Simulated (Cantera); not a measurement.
# Stirred combustor or abatement burner

A perfectly stirred reactor is fed with CH4 : CO : O2 : N2 = 1 : 1.3 : 3.01 : 11.3 (molar parts), equivalence ratio 0.88, at 40000 Pa; it is adiabatic with a 675 K inlet, and is followed from long to short residence time, starting on the burning branch (τ in s: 0.47, 0.15, 0.05, 0.016, 0.0052, 0.0017, 0.00054, 0.00018, 5.7e-05, 1.8e-05).

Detailed kinetics in Cantera: GRI-Mech 3.0 (53 species, 325 reactions).

```csv
τ (s),T (K),x CH4,x CO,x O2,x CH2O,x NO
0.47,2331,4.93e-7,0.0179,0.0279,9.51e-8,0.00481
0.15,2321,1.45e-6,0.0190,0.0290,2.78e-7,0.00359
0.050,2293,3.76e-6,0.0218,0.0311,7.13e-7,0.00205
0.016,2224,9.14e-6,0.0277,0.0346,1.65e-6,0.000812
0.0052,2117,2.16e-5,0.0352,0.0388,3.55e-6,0.000251
0.0017,1993,5.51e-5,0.0425,0.0430,7.97e-6,8.15e-5
0.00054,1861,0.000165,0.0501,0.0479,2.05e-5,3.19e-5
0.00018,1733,0.000598,0.0632,0.0566,6.34e-5,1.18e-5
5.7e-5,675,0.0602,0.0783,0.181,<1e-12,<1e-12
1.8e-5,675,0.0602,0.0783,0.181,<1e-12,<1e-12
```
x: mole fraction; the columns are a selection and need not sum to one.
